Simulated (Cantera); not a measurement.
Feed: 1 mol Fe3O4, 8 mol H2, 0.46 mol H2O, equilibrated at 4.20 mbar.

Equilibrium computed with Cantera from the NASA thermochemical tables; the gas is ideal and each condensed phase is pure. Candidate condensed phases: Fe, FeO, Fe(OH)2, Fe(OH)3, Fe2O3, Fe3O4, H2O; 12 gas species. Mutual solubility and eutectic melting of coexisting phases are not modelled. The tables' stoichiometric FeO is somewhat more stable than real wüstite, so its field is too wide. FeO: taken at fixed stoichiometry. The numbers say what is thermodynamically allowed, not how fast it happens.

x: gas mole fraction; n: condensed amount in mol.

```csv
T (K),x H2,x H2O,x H,x Fe,n Fe(γ),n FeO(s),n Fe(δ),n FeO(l)
1198,0.784,0.216,2.60e-6,1.10e-8,0.370,2.63,0,0
1273,0.761,0.239,9.60e-6,1.18e-7,0.563,2.44,0,0
1348,0.740,0.260,3.07e-5,9.71e-7,0.738,2.26,0,0
1423,0.722,0.278,(withheld),(withheld),(withheld),2.11,0,0
1498,0.705,0.295,0.000223,3.42e-5,1.03,1.97,0,0
1573,0.690,0.309,0.000521,0.000157,1.15,1.84,0,0
1648,0.677,0.322,(withheld),(withheld),(withheld),1.74,0,0
1723,0.679,0.316,0.00232,0.00217,0,0,1.21,1.77
```

Q: Complete the blanks.

A: 
- 1648, x H: 0.00113
- 1648, x Fe: 0.000621
- 1648, n Fe(γ): 1.26
- 1423, x H: 8.71e-5
- 1423, x Fe: 6.35e-6
- 1423, n Fe(γ): 0.894
